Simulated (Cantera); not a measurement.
# Adiabatic ignition

An adiabatic, constant-pressure homogeneous reactor starts with CH4 : O2 : N2 = 1 : 1.11 : 4.18 (molar parts), at 1673 K and 1.70 bar.

Model: GRI-Mech 3.0 (53 species, 325 reactions), integrated in Cantera.

```tsv
t (s)	T (K)	x CH4	x O2	x C2H	x H	x C2H6
2.00e-6	1673	0.159	0.176	<1e-12	1.89e-7	1.75e-9
7.29e-6	1673	0.159	0.176	<1e-12	2.26e-7	1.07e-7
2.65e-5	1673	0.159	0.176	<1e-12	4.93e-7	8.16e-6
9.67e-5	1680	0.155	0.174	9.24e-12	4.43e-6	0.000496
0.000352	2730	7.07e-12	0.000188	<1e-12	0.0161	<1e-12
0.00128	2722	6.16e-12	0.000201	<1e-12	0.0167	<1e-12
0.00468	2721	6.24e-12	0.000199	<1e-12	0.0167	<1e-12
0.0170	2721	6.24e-12	0.000199	<1e-12	0.0167	<1e-12
0.0620	2721	6.24e-12	0.000199	<1e-12	0.0167	<1e-12
0.226	2721	6.24e-12	0.000199	<1e-12	0.0167	<1e-12
0.823	2721	6.24e-12	0.000199	<1e-12	0.0167	<1e-12
3.00	2721	6.24e-12	0.000199	<1e-12	0.0167	<1e-12
```
x: mole fraction; the columns are a selection and need not sum to one.

```
Property                                                               Value
---------------------------------  -----------------------------------------
time of steepest temperature rise                                   0.204 ms
temperature at 3.00 s                                                 2721 K
equilibrium temperature                                               2721 K
x(CH4) at 3.00 s                   6.24e-12 (gas-phase equilibrium 7.08e-12)
x(O2) at 3.00 s                    0.000199 (gas-phase equilibrium 0.000199)
x(C2H) at 3.00 s                       <1e-12 (gas-phase equilibrium <1e-12)
```
